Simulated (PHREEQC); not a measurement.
A solution holds 0.24 mol/kgw NH4HF2 and 6.8e-05 mol/kgw H2SiF6, at 25 °C. Closed to the air; pH follows from the charge balance.

All values are PHREEQC results (ion-association model, wateq4f.dat), not measurements.

Each row changes one thing in this solution. Precipitation was switched off in this run.

| case | pH | ionic strength (mol/kgw) | F- (mol/kgw) | HF2- (mol/kgw) | H2F2 (mol/kgw) | NH3 (mol/kgw) |
|---|---|---|---|---|---|---|
| as made | 3.19 | 0.241 | 0.169 | 0.0722 | 0.0307 | 1.58e-7 |
| temperature from 25 to 45 °C | 3.27 | 0.241 | 0.157 | 0.0840 | 0.0184 | 6.96e-7 |
| H2SiF6 from 6.8e-05 to 0.00034 mol/kgw | 3.19 | 0.241 | 0.168 | 0.0722 | 0.0309 | 1.57e-7 |
| NH4HF2 from 0.24 to 0.264 mol/kgw | 3.20 | 0.265 | 0.182 | 0.0828 | 0.0345 | 1.74e-7 |
| H2SiF6 left out | 3.19 | 0.241 | 0.169 | 0.0722 | 0.0307 | 1.58e-7 |
| H2SiF6 replaced by Na2SiF6 at the same molality | 3.19 | 0.241 | 0.169 | 0.0722 | 0.0307 | 1.58e-7 |

Complexes and solids missing from the database can't appear. wateq4f.dat counts part of the HF as a dimer, H2F2, which phreeqc.dat doesn't know; its constant is uncertain. At this temperature some constants are extrapolated from 25 °C, and those without enthalpy data are left unchanged. SiF6-2 is the database's only silicon fluoride.
